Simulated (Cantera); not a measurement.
Cantera run:

```python
import numpy as np
import cantera as ct

gas_names = """
    CL CL2 H HCL H2 N NH NH2 NH3 N2 N2H2 N2H4 Si SiCL SiCL2 SiCL3 SiCL4 SiH SiHCL3 SiH2 SiH2CL2 SiH3
    SiH3CL SiH4 SiN Si2 Si2N Si3
""".split()
cond_names = """
    NH4CL(a) NH4CL(b) Si(cr) Si(L) Si3N4(a)
""".split()


# ... load() reads the species with a 1 bar reference pressure and builds the phases ...
atoms = {
    'SiH4': {'Si': 1, 'H': 4},
    'HCl': {'H': 1, 'CL': 1},
    'N2': {'N': 2},
}
top_T = {'Si3N4(a)': 2400}  # K; cautious upper limits of use, not melting points


# ... equilibrate(T, P, feed) seeds the gas with the atoms and calls Mixture.equilibrate('TP', solver="vcs", rtol=1e-11, max_steps=5000) ...
results = []
feed = {'SiH4': 1, 'HCl': 2.1, 'N2': 47}  # mol
T = 825  # K
P = 13000  # Pa
mix = equilibrate(T, P, feed)
results.append((T, P, feed, dict(zip(mix.species_names, mix.species_moles))))
x = sorted(zip(gas.X, gas.species_names), reverse=True)
print(f"T = {T:g} K  P = {P:g} Pa  gas = {mix.phase_moles(0):.4g} mol")
print("   x: " + "  ".join(f"{s} {v:.3e}" for v, s in x if v > 1e-06))
print("   condensed (mol): " + ("  ".join(f"{mix.phase(i).name} {mix.phase_moles(i):.4g}"
      for i in range(1, mix.n_phases) if mix.phase_moles(i) > 1e-12) or "none"))
```

Output:

```
T = 825 K  P = 13000 Pa  gas = 50.42 mol
   x: N2 9.193e-01  H2 4.078e-02  HCL 3.941e-02  SiCL4 5.598e-04  NH3 2.402e-06
   condensed (mol): Si3N4(a) 0.3239
```

Equilibrium computed with Cantera from the NASA thermochemical tables; the gas is ideal and each condensed phase is pure. N2 is the only nitrogen source here; it is nearly inert below about 1500 K, so the nitride shown seldom forms there in practice.
